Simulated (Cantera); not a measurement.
# Equilibrium for aluminium nitride and oxide growth: AlCl₃ + O₂ + H₂ + H₂O

Charge: 1 mol AlCl₃, 0.25 mol O₂, 2.5 mol H₂, a varied amount of H₂O, equilibrated at 1775 °C and 13.3 mbar.

Cantera equilibrium calculation (NASA polynomials, part measured and part estimated; ideal gas, pure solids and liquids). Candidate condensed phases: Al, AlCl₃, Al₂O₃, H₂O; 29 gas species. The tables' values for AlCl₂ are old estimates; treat these amounts as uncertain. Kinetics and transport are ignored.

| n(H₂O) (mol) | log p HCl | log p H₂O | log p H₂ | log p AlCl | log p Cl | log p H | log p AlCl₂ | n Al₂O₃(s) |
|---|---|---|---|---|---|---|---|---|
| 0.68 | -2.14 | -4.41 | -2.29 | -3.41 | -3.77 | -3.80 | -3.86 | 0.388 |
| 1.2 | -2.13 | -3.28 | -2.30 | -5.10 | -3.76 | -3.80 | -5.54 | 0.497 |
| 1.7 | -2.17 | -2.79 | -2.33 | -5.91 | -3.78 | -3.82 | -6.37 | 0.499 |
| 2.2 | -2.21 | -2.59 | -2.37 | -6.28 | -3.80 | -3.83 | -6.76 | 0.500 |
| 2.7 | -2.24 | -2.48 | -2.40 | -6.52 | -3.82 | -3.85 | -7.02 | 0.500 |
| 3.2 | -2.27 | -2.40 | -2.43 | -6.71 | -3.83 | -3.87 | -7.22 | 0.500 |
| 3.7 | -2.30 | -2.34 | -2.46 | -6.85 | -3.85 | -3.88 | -7.38 | 0.500 |
| 4.2 | -2.33 | -2.29 | -2.49 | -6.98 | -3.86 | -3.89 | -7.52 | 0.500 |
| 4.6 | -2.35 | -2.26 | -2.51 | -7.07 | -3.87 | -3.90 | -7.61 | 0.500 |
| 5.1 | -2.37 | -2.23 | -2.53 | -7.16 | -3.89 | -3.92 | -7.72 | 0.500 |
| 5.6 | -2.40 | -2.20 | -2.56 | -7.25 | -3.90 | -3.93 | -7.82 | 0.500 |
| 6.1 | -2.42 | -2.18 | -2.58 | -7.33 | -3.91 | -3.94 | -7.91 | 0.500 |
| 6.6 | -2.44 | -2.16 | -2.60 | -7.40 | -3.92 | -3.95 | -7.99 | 0.500 |
log p: log10 of the partial pressure in bar; n: condensed amount in mol.

From 0.68 mol H₂O to 6.6 mol H₂O the condensed part is Al₂O₃(s). The main Al-bearing gas is AlCl at 0.68 mol H₂O and AlOCl at 6.6 mol H₂O.
